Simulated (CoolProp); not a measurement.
C2F6 (R116) at several states: Z from the reference equation and from simpler models built on Tc = 293.0 K, pc = 3048 kPa, ω = 0.257; each cubic takes its own stable root.

Values from CoolProp's reference Helmholtz-energy equation of state, Lemmon 2006. It is a short technical equation, of lower accuracy than the large ones.

```
T (K)  p (kPa)          phase  reference  van der Waals  Redlich-Kwong  Soave-Redlich-Kwong  Peng-Robinson
-----  -------  -------------  ---------  -------------  -------------  -------------------  -------------
394.9     9550  supercritical     0.7467         0.6771         0.6993               0.7925            [?]
307       6480  supercritical     0.3580         0.4578            [?]               0.4023         0.3661
219.1     54.9            gas     0.9840         0.9893         0.9860               0.9847         0.9838
362.1      250            gas     0.9870         0.9855         0.9850               0.9870         0.9846
333.8      116            gas     0.9919         0.9918         0.9911               0.9918         0.9905
203.3     1640         liquid        [?]         0.1332        0.09216                  [?]        0.07854
```

Q: Some entries are withheld; supply them.

A: 
- 394.9, Peng-Robinson: 0.7473
- 307, Redlich-Kwong: 0.3905
- 203.3, reference: 0.08498
- 203.3, Soave-Redlich-Kwong: 0.08881
